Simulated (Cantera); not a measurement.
What does this Cantera script print?

```python
import numpy as np
import cantera as ct

gas = ct.Solution("gri30.yaml")
gas.TPX = 1650, 29000, {'CH4': 1, 'H2O': 1.8, 'H2': 0.12}
inlet = ct.Reservoir(gas, clone=True)

reactor = ct.IdealGasConstPressureReactor(gas, energy="off", clone=False)
exhaust = ct.Reservoir(gas, clone=True)
tau = [1.2, 0.55, 0.25, 0.12, 0.053, 0.024, 0.011, 0.0051, 0.0023][0]
for a, b in ((inlet, reactor), (reactor, exhaust)):
    ct.MassFlowController(a, b, mdot=lambda t: reactor.mass / tau)
net = ct.ReactorNet([reactor])
show = ['CH4', 'H2O', 'H2', 'C2H4', 'C2H6', 'HO2', 'CO']

rows = []
print(f"{'tau/s':>10s}{'T/K':>9s}" + "".join(f"{s:>11s}" for s in show))
for tau in [1.2, 0.55, 0.25, 0.12, 0.053, 0.024, 0.011, 0.0051, 0.0023]:
    net.initial_time = 0.0
    net.advance(30 * tau)
    before = gas.X
    net.advance(40 * tau)
    drift = np.max(np.abs(gas.X - before) / (gas.X + 1e-9))
    rows.append([gas.T, *gas[show].X, drift])
    print(f"{tau:10.3e}{gas.T:9.1f}" + "".join(f"{x:11.3e}" for x in gas[show].X))
```

Result:

```
     tau/s      T/K        CH4        H2O         H2       C2H4       C2H6        HO2         CO
 1.200e+00   1650.0  4.929e-02  3.490e-01  4.620e-01  7.148e-04  1.652e-05  8.994e-14  6.657e-02
 5.500e-01   1650.0  6.751e-02  4.026e-01  4.074e-01  8.943e-04  3.304e-05  1.145e-13  4.167e-02
 2.500e-01   1650.0  9.319e-02  4.523e-01  3.500e-01  1.145e-03  6.611e-05  1.332e-13  2.318e-02
 1.200e-01   1650.0  1.254e-01  4.915e-01  2.958e-01  1.553e-03  1.235e-04  1.429e-13  1.239e-02
 5.300e-02   1650.0  1.699e-01  5.275e-01  2.349e-01  2.377e-03  2.346e-04  1.495e-13  5.774e-03
 2.400e-02   1650.0  2.171e-01  5.566e-01  1.773e-01  3.606e-03  4.004e-04  1.556e-13  2.575e-03
 1.100e-02   1650.0  2.607e-01  5.802e-01  1.267e-01  4.883e-03  6.038e-04  1.585e-13  1.085e-03
 5.100e-03   1650.0  2.955e-01  5.976e-01  8.748e-02  5.287e-03  7.774e-04  1.504e-13  4.311e-04
 2.300e-03   1650.0  3.203e-01  6.089e-01  6.098e-02  3.981e-03  8.045e-04  1.248e-13  1.459e-04
```

Cantera simulation using GRI-Mech 3.0 (53 species, 325 reactions); the numbers are that mechanism's predictions, not measurements.
